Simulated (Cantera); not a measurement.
Cantera run, input and output.

```python
import numpy as np
import cantera as ct

gas = ct.Solution("gri30.yaml")
gas.TPX = 2225, 2666, {'CH4': 0.033, 'H2': 1, 'N2': 0.01}
inlet = ct.Reservoir(gas, clone=True)

reactor = ct.IdealGasConstPressureReactor(gas, energy="off", clone=False)
exhaust = ct.Reservoir(gas, clone=True)
tau = [11, 3.4, 1.1, 0.35, 0.11, 0.036, 0.012, 0.0037, 0.0012, 0.00039, 0.00012][0]
for a, b in ((inlet, reactor), (reactor, exhaust)):
    ct.MassFlowController(a, b, mdot=lambda t: reactor.mass / tau)
net = ct.ReactorNet([reactor])
show = ['CH4', 'H2', 'C2H4', 'CH2', 'HCN', 'C2H6']

rows = []
print(f"{'tau/s':>10s}{'T/K':>9s}" + "".join(f"{s:>11s}" for s in show))
for tau in [11, 3.4, 1.1, 0.35, 0.11, 0.036, 0.012, 0.0037, 0.0012, 0.00039, 0.00012]:
    net.initial_time = 0.0
    net.advance(30 * tau)
    before = gas.X
    net.advance(40 * tau)
    drift = np.max(np.abs(gas.X - before) / (gas.X + 1e-9))
    rows.append([gas.T, *gas[show].X, drift])
    print(f"{tau:10.3e}{gas.T:9.1f}" + "".join(f"{x:11.3e}" for x in gas[show].X))
```

Output:

```
     tau/s      T/K        CH4         H2       C2H4        CH2        HCN       C2H6
 1.100e+01   2225.0  5.998e-05  9.381e-01  8.367e-07  2.648e-06  3.110e-04  7.539e-11
 3.400e+00   2225.0  1.163e-04  9.399e-01  9.119e-07  4.599e-06  1.622e-04  2.711e-10
 1.100e+00   2225.0  2.476e-04  9.435e-01  1.130e-06  7.710e-06  7.824e-05  1.124e-09
 3.500e-01   2225.0  6.034e-04  9.487e-01  1.851e-06  1.247e-05  3.252e-05  5.708e-09
 1.100e-01   2225.0  1.547e-03  9.535e-01  4.441e-06  1.914e-05  1.198e-05  3.058e-08
 3.600e-02   2225.0  3.694e-03  9.564e-01  1.307e-05  2.706e-05  4.174e-06  1.404e-07
 1.200e-02   2225.0  8.022e-03  9.570e-01  3.763e-05  3.447e-05  1.281e-06  5.252e-07
 3.700e-03   2225.0  1.589e-02  9.555e-01  9.040e-05  3.642e-05  2.735e-07  1.511e-06
 1.200e-03   2225.0  2.466e-02  9.544e-01  1.128e-04  2.390e-05  3.325e-08  2.091e-06
 3.900e-04   2225.0  2.964e-02  9.563e-01  3.949e-05  5.865e-06  9.800e-10  8.160e-07
 1.200e-04   2225.0  3.106e-02  9.579e-01  3.304e-06  6.765e-07  1.124e-11  1.115e-07
```

Computed with Cantera and GRI-Mech 3.0 (53 species, 325 reactions). GRI-Mech 3.0 stops at C3 and has no aromatics, soot or wall deposition, so with more carbon than oxygen in the feed, carbon stays in small species such as C2H2 where larger ones or solid carbon would form. Radical loss at walls, strong at low pressure, is not modelled.
